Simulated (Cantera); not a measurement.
A Cantera script and its output.

```python
import numpy as np
import cantera as ct

surf = ct.Interface("diamond.yaml", "diamond_100")
gas, bulk = surf.adjacent["gas"], surf.adjacent["diamond"]
k = surf.kinetics_species_index(bulk.species_names[0])
cover = ["c6HH", "c6H*", "c6*H", "c6**", "c6HM", "c6B"]

rows, drift = [], 0.0
print(f"{'xCH3':>10s}{'um/h':>11s}" + "".join(f"{s:>11s}" for s in cover))
for v in [1e-06, 2.3e-06, 5.2e-06, 1.2e-05, 2.7e-05, 6.2e-05, 0.00014, 0.00032, 0.00074]:
    T, P, xH, xCH3 = 1100, 4100, 0.0034, v
    gas.TPX = T, P, {"H": xH, "CH3": xCH3, "CH4": 0.0066, "H2": 1 - xH - xCH3 - 0.0066}
    surf.TP = bulk.TP = T, P
    surf.coverages = "c6H*:0.1, c6HH:0.9"
    surf.advance_coverages(100.0)
    before = surf.coverages
    surf.advance_coverages(100.0)
    drift = max(drift, np.max(np.abs(surf.coverages - before) / (surf.coverages + 1e-9)))
    rate = surf.net_production_rates[k] * bulk.mean_molecular_weight / bulk.density * 3.6e9
    rows.append([rate, *surf[cover].coverages])
    print(f"{v:10.4g}{rate:11.4e}" + "".join(f"{x:11.3e}" for x in rows[-1][1:]))
```

It prints:

```
      xCH3       um/h       c6HH       c6H*       c6*H       c6**       c6HM        c6B
     1e-06 1.9726e-02  5.141e-01  2.781e-02  4.403e-01  1.770e-02  6.401e-05  5.353e-11
   2.3e-06 4.5362e-02  5.141e-01  2.781e-02  4.402e-01  1.769e-02  1.472e-04  1.231e-10
   5.2e-06 1.0252e-01  5.139e-01  2.780e-02  4.401e-01  1.768e-02  3.327e-04  2.782e-10
   1.2e-05 2.3637e-01  5.136e-01  2.778e-02  4.398e-01  1.766e-02  7.671e-04  6.414e-10
   2.7e-05 5.3082e-01  5.129e-01  2.774e-02  4.391e-01  1.762e-02  1.723e-03  1.440e-09
   6.2e-05 1.2134e+00  5.112e-01  2.764e-02  4.376e-01  1.751e-02  3.939e-03  3.293e-09
   0.00014 2.7129e+00  5.076e-01  2.743e-02  4.342e-01  1.728e-02  8.808e-03  7.362e-09
   0.00032 6.0629e+00  4.994e-01  2.695e-02  4.266e-01  1.677e-02  1.969e-02  1.645e-08
   0.00074 1.3331e+01  4.816e-01  2.591e-02  4.102e-01  1.568e-02  4.335e-02  3.617e-08
```

Cantera simulation using the Harris–Goodwin 1993 mechanism for the reconstructed diamond (100) surface; the numbers are that mechanism's predictions, not measurements.
